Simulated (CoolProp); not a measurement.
Model: reference Helmholtz-energy equation of state, Jacobsen 1992, in CoolProp.

**Question.** For R11, give the phase and the speed of sound (m/s), isothermal compressibility (1/MPa), expansivity (1/kK), viscosity (µPa s) at 464.8 K and 4.15 MPa; 482.4 K and 4.15 MPa.

**Answer.** 
- 464.8 K and 4.15 MPa: liquid; speed of sound 146, isothermal compressibility 0.194, expansivity 24.4, viscosity 71.7
- 482.4 K and 4.15 MPa: gas; speed of sound 118, isothermal compressibility 0.537, expansivity 12.5, viscosity 21.3

Viscosity comes from a separate model (Klein 1997), an estimate that may be off by 10 % or more.
